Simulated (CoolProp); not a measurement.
Sulfur hexafluoride along the isobar 4.59 MPa: Z from the reference equation and from simpler models built on Tc = 45.6 °C, pc = 3.755 MPa, ω = 0.210; each cubic takes its own stable root.

The numbers come from the reference Helmholtz-energy equation of state, Guder 2009 in CoolProp.

```csv
T (°C),phase,reference,van der Waals,Redlich-Kwong,Soave-Redlich-Kwong,Peng-Robinson
-3.35,liquid,0.1840,0.2766,0.2021,0.1958,0.1733
10.25,liquid,0.1854,0.2773,0.2069,0.2006,0.1778
23.95,liquid,0.1902,0.2823,0.2167,…,0.1875
37.55,liquid,0.2023,0.2947,0.2364,0.2324,0.2082
51.15,supercritical,0.2493,0.3261,0.2902,0.2995,0.2747
64.85,supercritical,0.5161,0.4572,0.4930,0.5285,…
78.45,supercritical,0.6302,0.5868,0.6058,0.6387,0.6079
92.05,supercritical,0.6996,0.6567,0.6737,0.7074,0.6767
105.75,supercritical,0.7497,0.7056,0.7229,0.7576,0.7276
119.35,supercritical,0.7881,0.7427,0.7608,0.7963,0.7671
132.95,supercritical,0.8188,0.7726,0.7913,0.8275,0.7991
146.65,supercritical,0.8443,0.7975,0.8166,0.8534,0.8259
160.25,supercritical,0.8655,0.8184,0.8378,0.8749,…
173.85,supercritical,0.8835,…,0.8559,0.8932,0.8675
187.55,supercritical,0.8990,0.8519,0.8716,0.9090,0.8842
```

Problem. Complete the blanks.

Solution. 
- 23.95, Soave-Redlich-Kwong: 0.2109
- 64.85, Peng-Robinson: 0.4990
- 160.25, Peng-Robinson: 0.8484
- 173.85, van der Waals: 0.8363
